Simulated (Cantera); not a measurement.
A freely propagating, adiabatic, planar premixed flame of 34.6 % H2, 10.8 % O2, 51.9 % N2, 2.77 % H2O, equivalence ratio 1.6, unburnt at 525 K and 100.0 Torr; mixture-averaged transport, grid criteria slope 0.08 and curve 0.16, no radiation.

Computed with Cantera and the H2/O2 subset of GRI-Mech 3.0, which has no nitrogen chemistry. Burning velocities carry a grid error of a few per cent, more on coarse grids.

**Question.** Predict: laminar burning velocity; thermal thickness; peak x(H2O2); peak x(OH); peak x(HO2).

**Answer.** laminar burning velocity: 457 cm/s
thermal thickness: 6.16 mm
peak x(H2O2): 2.14e-6
peak x(OH): 0.00632
peak x(HO2): 6.21e-5
